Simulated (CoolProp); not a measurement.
Model: reference Helmholtz-energy equation of state, de Vries 1995, in CoolProp.

### Question
Give the vapour pressure (MPa), liquid density (kg/m³), liquid cp (kJ/(kg K)), surface tension (mN/m) of saturated R124 at -30.75, 22.45 °C.

### Answer
```csv
T (°C),p (MPa),liquid density (kg/m³),liquid cp (kJ/(kg K)),surface tension (mN/m)
-30.75,0.0429,1530,1.03,16.6
22.45,0.353,1360,1.13,9.96
```

Surface tension comes from a separate correlation (Mulero 2012).
